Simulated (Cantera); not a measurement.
Feed: 1 mol SiF4, a varied amount of NH3, at 0.0133 bar.

Method: chemical equilibrium by Gibbs-energy minimisation in Cantera with the NASA 1993 tables (ideal gas, pure condensed phases). Candidate condensed phases: Si, Si3N4; 37 gas species. The tables' values for SiF2, SiF3 are old estimates. Equilibrium is a limit: real reactors are often held back by kinetics, nucleation or transport.

Stable condensed phases, one row left out:

```
T in K \ n(NH3) in mol
         1.4 1.9 2.6 3.5 4.8 6.5 8.8  12  16
   1350    A   A   A   A   A   B   B   B   B
   1200    B   B   B   B   B   B   B   B   B
   1125    B   B   B   B   B   B   B   B   B
   1050    B   B   B   B   B   B   B   B   B
    975    B   B   B   B   B   B   B   B   B
    900    B   B   B   B   B   B   B   B   B
    825    A   A   B   B   B   B   B   B   B
    750    A   A   A   A   A   B   B   B   B
```

A: gas only; B: Si3N4.

### Question
Give the row for 1275 K.

### Answer
1.4: gas only; 1.9: gas only; 2.6: gas only; 3.5: Si3N4; 4.8: Si3N4; 6.5: Si3N4; 8.8: Si3N4; 12: Si3N4; 16: Si3N4.
